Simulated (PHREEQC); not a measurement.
**Buffer**

Make-up at 25 °C: 33 mmol/kgw H3PO4, 12 mmol/kgw K2HPO4 and 32 mmol/kgw KCl. Closed to the air; pH follows from the charge balance.

All values are PHREEQC results (ion-association model, phreeqc.dat), not measurements.

Each row changes one thing in this solution. No solid was allowed to form.

| case | pH | ionic strength (mol/kgw) | H2PO4- (mol/kgw) | HPO4-2 (mol/kgw) | KHPO4- (mol/kgw) | SI of Sylvite (KCl) |
|---|---|---|---|---|---|---|
| as made | 2.35 | 0.0613 | 0.0293 | 7.55e-7 | 3.53e-8 | -3.84 |
| diluted 5-fold with water | 2.69 | 0.0135 | 0.00708 | ___ | ___ | ___ |
| H3PO4 replaced by K3PO4 at the same molality | 11.69 | 0.249 | 2.21e-7 | 0.0177 | 0.00139 | -3.52 |
| H3PO4 left out | 9.26 | 0.0670 | ___ | 0.0114 | 0.000513 | -3.85 |
| K2HPO4 left out | 1.93 | 0.0456 | 0.0136 | 1.27e-7 | 3.70e-9 | -4.06 |
| temperature from 25 to 10 °C | 2.29 | 0.0620 | 0.0300 | 6.20e-7 | 2.94e-8 | -3.76 |

Question: Fill in the missing entries.

Answer: 
- diluted 5-fold with water, HPO4-2 (mol/kgw): 3.01e-7
- diluted 5-fold with water, KHPO4- (mol/kgw): 4.13e-9
- diluted 5-fold with water, SI of Sylvite (KCl): -5.15
- H3PO4 left out, H2PO4- (mol/kgw): 5.34e-5

At this temperature some constants are extrapolated from 25 °C, and those without enthalpy data are left unchanged.
